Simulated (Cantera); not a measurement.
# Premixed flame

A freely propagating, adiabatic, planar premixed flame of CO : H2 : CH4 : O2 : N2 = 1 : 0.054 : 0.28 : 1.6 : 6.01 (molar parts), equivalence ratio 0.68, unburnt at 375 K and 1.10 bar; unity-Lewis-number transport, grid criteria slope 0.08 and curve 0.16, no radiation.

Cantera simulation using GRI-Mech 3.0 (53 species, 325 reactions); the numbers are that mechanism's predictions, not measurements. Unity Lewis numbers drop preferential diffusion, which matters most where H2 and H carry the flame. Burning velocities carry a grid error of a few per cent, more on coarse grids.

```tsv
z (mm)	T (K)	u (m/s)	x CO	x H2	x CH4	x H2O	x N2O	x O2
-1.46	375	0.375	0.112	0.00604	0.0313	4.91e-6	<1e-8	0.179
-0.972	376	0.377	0.112	0.00604	0.0313	7.07e-5	<1e-8	0.179
-0.729	381	0.381	0.112	0.00604	0.0312	0.000298	<1e-8	0.179
-0.486	411	0.411	0.111	0.00606	0.0304	0.00184	<1e-8	0.177
-0.243	654	0.652	0.103	0.00621	0.0238	0.0148	3.90e-8	0.160
-0.121	983	0.973	0.0912	0.00643	0.0141	0.0338	8.98e-8	0.136
0	1363	1.34	0.0724	0.00533	0.00270	0.0568	1.72e-7	0.102
0.121	1561	1.52	0.0499	0.00290	8.17e-5	0.0635	2.62e-7	0.0826
0.243	1667	1.61	0.0351	0.00263	1.19e-6	0.0639	3.11e-7	0.0748
0.486	1785	1.71	0.0221	0.00223	<1e-8	0.0654	3.61e-7	0.0688
0.972	1885	1.79	0.0132	0.00137	<1e-8	0.0679	4.44e-7	0.0652
1.94	1952	1.85	0.00706	0.000701	<1e-8	0.0699	5.21e-7	0.0630
3.89	1991	1.88	0.00339	0.000329	<1e-8	0.0711	4.85e-7	0.0617
```
x: mole fraction of selected species; z is measured from the peak of heat release.

| Item | Result |
|---|---|
| laminar burning velocity | 37.5 cm/s |
| thermal thickness | 0.486 mm |
| grid points | 136 |
